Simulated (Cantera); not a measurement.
Thermodynamics of hydrogen reduction and annealing atmospheres, feed Fe3O4 + H2

Feed: 1 mol Fe3O4, 1500 mol H2, at 133 Pa.

Equilibrium computed with Cantera from the NASA thermochemical tables; the gas is ideal and each condensed phase is pure. Candidate condensed phases: Fe, FeO, Fe(OH)2, Fe(OH)3, Fe2O3, Fe3O4, H2O; 12 gas species. Rates play no part.

From 1277 °C to 1327 °C the condensed part is Fe(γ). From 1377 °C to 1877 °C nothing is condensed. The main Fe-bearing gas is Fe throughout.

```tsv
T (°C)	log p H2	log p H	log p H2O	log p Fe	n Fe(γ)
1277	-2.88	-5.94	-5.45	-6.38	2.53
1327	-2.88	-5.70	-5.45	-5.96	1.76
1377	-2.88	-5.48	-5.45	-5.58	0
1427	-2.88	-5.27	-5.45	-5.58	0
1477	-2.88	-5.07	-5.45	-5.58	0
1527	-2.88	-4.89	-5.45	-5.58	0
1577	-2.88	-4.71	-5.45	-5.58	0
1627	-2.89	-4.54	-5.46	-5.58	0
1677	-2.89	-4.39	-5.46	-5.58	0
1727	-2.90	-4.24	-5.46	-5.58	0
1777	-2.90	-4.10	-5.47	-5.59	0
1827	-2.91	-3.96	-5.47	-5.59	0
1877	-2.93	-3.84	-5.48	-5.60	0
```
log p: log10 of the partial pressure in bar; n: condensed amount in mol.
